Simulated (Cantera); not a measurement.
**Equilibrium for iron carbonyl, mercury and lead vapours: Pb + O₂ + N₂**

A closed system holds: 1 mol Pb, 2.3 mol O₂, 0.21 mol N₂, equilibrated at 0.0100 bar.

Equilibrium computed with Cantera from the NASA thermochemical tables; the gas is ideal and each condensed phase is pure. Candidate condensed phases: Pb, PbO, PbO₂, Pb₃O₄; 12 gas species. Gases not in the tables: (PbO)n polymers. Rates play no part.

```
T (K)   x O₂   x N₂     x PbO      x Pb      x NO  n PbO(yellow)  n PbO(l)
-----  -----  -----  --------  --------  --------  -------------  --------
773    0.896  0.104   1.60e-9    <1e-12   9.32e-7           1.00         0
823    0.896  0.104   2.27e-8    <1e-12   2.21e-6           1.00         0
873    0.896  0.104   2.36e-7  8.71e-12   4.75e-6           1.00         0
923    0.896  0.104   1.89e-6  1.78e-10   9.40e-6          1.000         0
973    0.896  0.104   1.21e-5   2.65e-9   1.73e-5          1.000         0
1023   0.895  0.104   6.43e-5   3.01e-8   3.01e-5          1.000         0
1073   0.895  0.104  0.000291   2.72e-7   4.97e-5          0.999         0
1123   0.894  0.104   0.00114   2.00e-6   7.83e-5          0.998         0
1173   0.892  0.104   0.00386   1.20e-5  0.000119              0     0.992
1223   0.886  0.103    0.0108   5.76e-5  0.000173              0     0.978
1273   0.870  0.101    0.0280  0.000244  0.000242              0     0.942
```
x: gas mole fraction; n: condensed amount in mol.

From 773 K to 1123 K the condensed part is PbO(yellow). From 1173 K to 1273 K the condensed part is PbO(l).
